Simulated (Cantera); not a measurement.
Input (Python, Cantera) and output of one run.

```python
import numpy as np
import cantera as ct

gas_names = """
    Cr CrN N N2
""".split()
cond_names = """
    Cr(cr) Cr(L) CrN(s) Cr2N(s)
""".split()


def load(file, names, dense=False):
    # The tables refer to 1 bar. Condensed volumes are neglected.
    table = {s.name: s for s in ct.Species.list_from_file(file)}
    out = []
    for n in names:
        d = dict(table[n].input_data)
        d["thermo"] = dict(d["thermo"], **{"reference-pressure": 1e5})
        if dense:
            d["equation-of-state"] = {"model": "constant-volume", "density": "1e6 g/cm^3"}
        out.append(ct.Species.from_dict(d))
    return out


gas = ct.Solution(thermo="ideal-gas", species=load("nasa_gas.yaml", gas_names))
cond = {s.name: ct.Solution(thermo="fixed-stoichiometry", species=[s], name=s.name)
        for s in load("nasa_condensed.yaml", cond_names, dense=True)}
atoms = {
    'Cr': {'Cr': 1},
    'N2': {'N': 2},
}
top_T = {'CrN(s)': 1900, 'Cr2N(s)': 1900}  # K; cautious upper limits of use, not melting points


def equilibrate(T, P, feed):
    n = {}
    for name, mol in feed.items():
        for a, k in atoms[name].items():
            n[a] = n.get(a, 0.0) + k * mol
    gas.TPX = T, P, n
    mass = sum(n.values()) * gas.mean_molecular_weight
    gas.equilibrate("TP")
    valid = [c for c in cond.values() if c.min_temp <= T <= top_T.get(c.name, c.max_temp)]
    mix = ct.Mixture([(gas, mass / gas.mean_molecular_weight)] + [(c, 0.0) for c in valid])
    mix.T, mix.P = T, P
    mix.equilibrate("TP", solver="vcs", rtol=1e-11, max_steps=5000)
    return mix


results = []
feed = {'Cr': 1, 'N2': 2.3}  # mol
P = 10000  # Pa
for T in [1598, 1648, 1698, 1748, 1798, 1848, 1898, 1948, 1998, 2048, 2098, 2148]:
    mix = equilibrate(T, P, feed)
    results.append((T, P, feed, dict(zip(mix.species_names, mix.species_moles))))
    x = sorted(zip(gas.X, gas.species_names), reverse=True)
    print(f"T = {T:g} K  P = {P:g} Pa  gas = {mix.phase_moles(0):.4g} mol")
    print("   x: " + "  ".join(f"{s} {v:.3e}" for v, s in x if v > 1e-06))
    print("   condensed (mol): " + ("  ".join(f"{mix.phase(i).name} {mix.phase_moles(i):.4g}"
          for i in range(1, mix.n_phases) if mix.phase_moles(i) > 1e-12) or "none"))
```

Output:

```
T = 1598 K  P = 10000 Pa  gas = 2.3 mol
   x: N2 1.000e+00  Cr 3.717e-05
   condensed (mol): Cr(cr) 0.9999
T = 1648 K  P = 10000 Pa  gas = 2.3 mol
   x: N2 9.999e-01  Cr 8.903e-05
   condensed (mol): Cr(cr) 0.9998
T = 1698 K  P = 10000 Pa  gas = 2.3 mol
   x: N2 9.998e-01  Cr 2.021e-04
   condensed (mol): Cr(cr) 0.9995
T = 1748 K  P = 10000 Pa  gas = 2.301 mol
   x: N2 9.996e-01  Cr 4.366e-04
   condensed (mol): Cr(cr) 0.999
T = 1798 K  P = 10000 Pa  gas = 2.302 mol
   x: N2 9.991e-01  Cr 9.019e-04
   condensed (mol): Cr(cr) 0.9979
T = 1848 K  P = 10000 Pa  gas = 2.304 mol
   x: N2 9.982e-01  Cr 1.787e-03
   condensed (mol): Cr(cr) 0.9959
T = 1898 K  P = 10000 Pa  gas = 2.308 mol
   x: N2 9.966e-01  Cr 3.409e-03
   condensed (mol): Cr(cr) 0.9921
T = 1948 K  P = 10000 Pa  gas = 2.315 mol
   x: N2 9.937e-01  Cr 6.277e-03
   condensed (mol): Cr(cr) 0.9855
T = 1998 K  P = 10000 Pa  gas = 2.326 mol
   x: N2 9.888e-01  Cr 1.119e-02
   condensed (mol): Cr(cr) 0.974
T = 2048 K  P = 10000 Pa  gas = 2.345 mol
   x: N2 9.807e-01  Cr 1.934e-02
   condensed (mol): Cr(cr) 0.9546
T = 2098 K  P = 10000 Pa  gas = 2.377 mol
   x: N2 9.675e-01  Cr 3.252e-02
   condensed (mol): Cr(cr) 0.9227
T = 2148 K  P = 10000 Pa  gas = 2.428 mol
   x: N2 9.472e-01  Cr 5.276e-02
   condensed (mol): Cr(L) 0.8719
```

These are equilibrium values from Cantera (NASA tables, ideal gas, pure condensed phases), not measurements of a reactor.
